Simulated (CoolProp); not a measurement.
Vapour-liquid equilibrium of hydrogen sulfide (1) + n-hexane (2) at 290.9 K; x and y are mole fractions of (1).

Model: multi-fluid Helmholtz-energy mixture model, Lemmon 2006 and Thol 2019; pair parameters Kunz 2012, in CoolProp.

```json
[
 {"x": "0.05", "bubble pressure (bar)": "1.438", "y at the bubble point": "0.899", "dew pressure at overall composition x (bar)": "0.1536", "liquid density (mol/L)": "7.665"},
 {"x": "0.2", "bubble pressure (bar)": "5.207", "y at the bubble point": "0.972", "dew pressure at overall composition x (bar)": "(withheld)", "liquid density (mol/L)": "8.030"},
 {"x": "0.35", "bubble pressure (bar)": "7.951", "y at the bubble point": "(withheld)", "dew pressure at overall composition x (bar)": "0.2250", "liquid density (mol/L)": "8.913"},
 {"x": "0.5", "bubble pressure (bar)": "9.914", "y at the bubble point": "0.987", "dew pressure at overall composition x (bar)": "0.2926", "liquid density (mol/L)": "10.37"},
 {"x": "0.65", "bubble pressure (bar)": "11.67", "y at the bubble point": "0.990", "dew pressure at overall composition x (bar)": "0.4179", "liquid density (mol/L)": "(withheld)"},
 {"x": "0.8", "bubble pressure (bar)": "13.59", "y at the bubble point": "0.994", "dew pressure at overall composition x (bar)": "0.7305", "liquid density (mol/L)": "16.00"},
 {"x": "0.95", "bubble pressure (bar)": "15.89", "y at the bubble point": "0.998", "dew pressure at overall composition x (bar)": "2.904", "liquid density (mol/L)": "21.09"}
]
```

### Question
Complete the blanks.

### Answer

- 0.2, dew pressure at overall composition x (bar): 0.1826
- 0.35, y at the bubble point: 0.983
- 0.65, liquid density (mol/L): 12.61

No azeotrope shows between x = 0.05 and 0.95.

The pair parameters rest on a limited set of measurements; away from them the model extrapolates. The gap from Raoult's law changes sign with composition, which may be real or a fault of the pair parameters; it wasn't checked against measurements.
